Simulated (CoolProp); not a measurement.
Saturation properties of carbon dioxide (Tc = 31.0 °C, pc = 73.77 bar, ω = 0.224).

Model: reference Helmholtz-energy equation of state, Span 1996, in CoolProp.

| T (°C) | p (bar) | liquid density (kg/m³) | vapour density (kg/m³) | liquid viscosity (µPa s) |
|---|---|---|---|---|
| -33.75 | 12.56 | 1091 | 32.61 | 174 |
| -28.85 | 14.84 | 1071 | 38.57 | 161 |
| -24.05 | 17.35 | 1050 | 45.28 | 149 |
| -19.25 | 20.16 | 1028 | 52.97 | 138 |
| -14.45 | 23.28 | 1005 | 61.80 | 128 |
| -9.65 | 26.75 | 981.1 | 71.98 | 118 |
| -4.85 | 30.58 | 955.4 | 83.75 | 109 |
| -0.05 | 34.81 | 927.7 | 97.49 | 100 |
| 4.85 | 39.54 | 897.0 | 114.1 | 92.1 |
| 9.65 | 44.63 | 863.7 | 133.6 | 84.1 |
| 14.45 | 50.20 | 825.9 | 157.6 | 76.2 |
| 19.25 | 56.29 | 781.3 | 188.5 | 68.1 |
| 24.05 | 62.95 | 724.3 | 231.6 | 59.3 |

Viscosity comes from a separate model (Laesecke 2017).
